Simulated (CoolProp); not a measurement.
Carbon dioxide along the isobar 3.48 MPa: Z from the reference equation and from simpler models built on Tc = 31.0 °C, pc = 7.377 MPa, ω = 0.224; each cubic takes its own stable root.

Model: reference Helmholtz-energy equation of state, Span 1996, in CoolProp.

| T (°C) | phase | reference |
|---|---|---|
| -43.15 | liquid | 0.07053 |
| -26.35 | liquid | 0.06994 |
| -9.45 | liquid | 0.07091 |
| 7.35 | gas | 0.7332 |
| 24.15 | gas | 0.7961 |
| 40.95 | gas | 0.8378 |
| 57.85 | gas | 0.8683 |
| 74.65 | gas | 0.8913 |
| 91.45 | gas | 0.9093 |
| 108.25 | gas | 0.9237 |

Question: How far does each simpler model (van der Waals, Redlich-Kwong, Soave-Redlich-Kwong, Peng-Robinson) lie from the reference over these 10 states: mean and median of the absolute difference, and the worst?

Answer: 
- van der Waals: mean 109.1 %, median 2.8 %, worst +950.9 % at -9.45 °C and 3.48 MPa
- Redlich-Kwong: mean 5.2 %, median 0.8 %, worst +18.3 % at -9.45 °C and 3.48 MPa
- Soave-Redlich-Kwong: mean 3.5 %, median 0.5 %, worst +12.7 % at -9.45 °C and 3.48 MPa
- Peng-Robinson: mean 1.7 %, median 1.4 %, worst -4.0 % at -43.15 °C and 3.48 MPa

At some of these states van der Waals gives the other phase, because its saturation line lies elsewhere.
